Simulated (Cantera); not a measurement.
**Thermodynamics of nitride etching, feed AlN + Cl₂**

Input: 1 mol AlN, 2.4 mol Cl₂, held at 0.180 bar.

Cantera equilibrium calculation (NASA polynomials, part measured and part estimated; ideal gas, pure solids and liquids). Candidate condensed phases: Al, AlCl₃, AlN; 11 gas species. The tables' values for AlCl₂ are old estimates; treat these amounts as uncertain. Equilibrium is a limit: real reactors are often held back by kinetics, nucleation or transport.

```
T (K)    x Cl  x AlCl₃   x Cl₂   x N₂
-----  ------  -------  ------  -----
1275   0.0141    0.413   0.365  0.207
1350   0.0268    0.411   0.357  0.206
1425   0.0474    0.407   0.342  0.203
1500   0.0781    0.400   0.321  0.200
1575    0.120    0.392   0.292  0.196
1650    0.174    0.380   0.255  0.190
1725    0.237    0.367   0.212  0.184
1800    0.304    0.353   0.166  0.177
1875    0.367    0.340   0.123  0.170
1950    0.420    0.329  0.0863  0.165
2025    0.461    0.320  0.0582  0.160
```
x: gas mole fraction; nothing condenses.

From 1275 K to 2025 K nothing is condensed. The main Al-bearing gas is AlCl₃ throughout.
